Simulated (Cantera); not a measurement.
A closed system holds: 1 mol CH3SiCl3, 0.2 mol C3H8, 170 mol H2, at 4.20 mbar.

Cantera equilibrium calculation (NASA polynomials, part measured and part estimated; ideal gas, pure solids and liquids). Candidate condensed phases: C, C6H6, C7H8, C8H18, Si, SiC; 109 gas species. The feed counts by its element totals alone. The numbers say what is thermodynamically allowed, not how fast it happens.

### Question
At 1700 K, list the 6 most abundant gas species with their mole fractions, and the condensed phases.

### Answer
H2 0.980, HCl 0.0172, H 0.00225, C2H2 (acetylene) 7.20e-5, Cl 3.07e-5, SiCl2 1.60e-5. Condensed: C(graphite) + SiC(s).
